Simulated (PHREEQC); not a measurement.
A solution holds 0.00035 mol HF and 0.0028 mol NH4F per kg of water, at 20 °C. Closed to the air; pH follows from the charge balance.

All values are PHREEQC results (ion-association model, phreeqc.dat), not measurements.

```yaml
pH: 4.14
ionic_strength: 0.00288 mol/kgw
specific_conductance: 335 µS/cm
total_alkalinity: -0.350 meq/kg
```

```json
[
 {"species": "F-", "molality": "0.00287", "activity": "0.00271", "log γ": "-0.026"},
 {"species": "NH4+", "molality": "0.00280", "activity": "0.00264", "log γ": "-0.026"},
 {"species": "HF", "molality": "0.000270", "activity": "0.000271", "log γ": "0.000"},
 {"species": "H+", "molality": "7.68e-5", "activity": "7.28e-5", "log γ": "-0.023"},
 {"species": "HF2-", "molality": "2.86e-6", "activity": "2.70e-6", "log γ": "-0.025"},
 {"species": "NH3", "molality": "1.44e-8", "activity": "1.44e-8", "log γ": "0.000"}
]
```

This is a speciation only: nothing precipitates in the calculation.
